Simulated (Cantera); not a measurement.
An adiabatic, constant-pressure homogeneous reactor starts with H₂ : O₂ : N₂ = 1 : 0.794 : 2.06 (molar parts), at 1400 K and 7.80 bar. Integrator tolerance rtol = 1e-08.

Computed with Cantera and GRI-Mech 3.0 (53 species, 325 reactions). The hydrogen kinetics of GRI-Mech 3.0 are dated; newer H2 mechanisms differ, most at raised pressure.

### Question
What does this change do: initial temperature 1400 to 1150 K?

### Answer
```csv
quantity,before,after
time of steepest temperature rise,2.31 µs,0.196 ms
temperature at 0.500 s,2890 K,2761 K
equilibrium temperature,2890 K,2761 K
x(H₂) at 0.500 s,0.0109 (gas-phase equilibrium 0.0109),0.00684 (gas-phase equilibrium 0.00684)
x(O₂) at 0.500 s,0.0705 (gas-phase equilibrium 0.0705),0.0734 (gas-phase equilibrium 0.0734)
x(N₂O) at 0.500 s,2.85e-6 (gas-phase equilibrium 2.85e-6),2.44e-6 (gas-phase equilibrium 2.44e-6)
x(NO₂) at 0.500 s,2.12e-5 (gas-phase equilibrium 2.12e-5),2.06e-5 (gas-phase equilibrium 2.06e-5)
x(HO₂) at 0.500 s,4.12e-5 (gas-phase equilibrium 4.12e-5),3.33e-5 (gas-phase equilibrium 3.33e-5)
x(NO) at 0.500 s,0.0209 (gas-phase equilibrium 0.0209),0.0180 (gas-phase equilibrium 0.0180)
x(OH) at 0.500 s,0.0307 (gas-phase equilibrium 0.0307),0.0231 (gas-phase equilibrium 0.0231)
```

### Question
What does this change do: pressure from 7.80 bar to 17.0 bar?

### Answer
| quantity | before | after |
|---|---|---|
| time of steepest temperature rise | 2.31 µs | 1.59 µs |
| temperature at 0.500 s | 2890 K | 2932 K |
| equilibrium temperature | 2890 K | 2932 K |
| x(H₂) at 0.500 s | 0.0109 (gas-phase equilibrium 0.0109) | 0.00878 (gas-phase equilibrium 0.00878) |
| x(O₂) at 0.500 s | 0.0705 (gas-phase equilibrium 0.0705) | 0.0703 (gas-phase equilibrium 0.0703) |
| x(N₂O) at 0.500 s | 2.85e-6 (gas-phase equilibrium 2.85e-6) | 4.46e-6 (gas-phase equilibrium 4.46e-6) |
| x(NO₂) at 0.500 s | 2.12e-5 (gas-phase equilibrium 2.12e-5) | 3.20e-5 (gas-phase equilibrium 3.20e-5) |
| x(HO₂) at 0.500 s | 4.12e-5 (gas-phase equilibrium 4.12e-5) | 5.47e-5 (gas-phase equilibrium 5.47e-5) |
| x(NO) at 0.500 s | 0.0209 (gas-phase equilibrium 0.0209) | 0.0221 (gas-phase equilibrium 0.0221) |
| x(OH) at 0.500 s | 0.0307 (gas-phase equilibrium 0.0307) | 0.0281 (gas-phase equilibrium 0.0281) |
The pressure lies above the range GRI-Mech 3.0 was tuned for (to about 10 atm).
